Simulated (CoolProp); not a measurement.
Vapour pressure (bar) of fluorine: the reference equation beside estimates from Tc = 144.4 K, pc = 52.40 bar, ω = 0.045. Clausius-Clapeyron is anchored at 92.2 K with a constant enthalpy of vaporisation of 6.355 kJ/mol.

Values from CoolProp's reference Helmholtz-energy equation of state, de Reuck 1990.

```tsv
T (K)	reference	Lee-Kesler	Clausius-Clapeyron	Redlich-Kwong	Peng-Robinson
86.1	1.143	1.164	1.195	1.003	1.189
92.2	2.149	2.184	2.149	2.001	2.209
98.3	3.717	3.768	3.595	3.601	3.788
104.3	5.963	6.033	5.622	5.932	6.045
110.4	9.130	9.215	8.429	9.243	9.227
116.4	13.28	13.37	12.04	13.59	13.41
122.5	18.74	___	___	19.27	___
128.6	25.66	25.72	22.45	26.37	25.90
```

Question: What belongs in the gaps?

Answer: 
- 122.5, Lee-Kesler: 18.83
- 122.5, Clausius-Clapeyron: 16.70
- 122.5, Peng-Robinson: 18.92

Absolute difference from the reference over all 8 rows, mean and median: Lee-Kesler 1.0 and 1.1 %, Clausius-Clapeyron 6.7 and 6.7 %, Redlich-Kwong 4.0 and 2.8 %, Peng-Robinson 1.8 and 1.2 %.
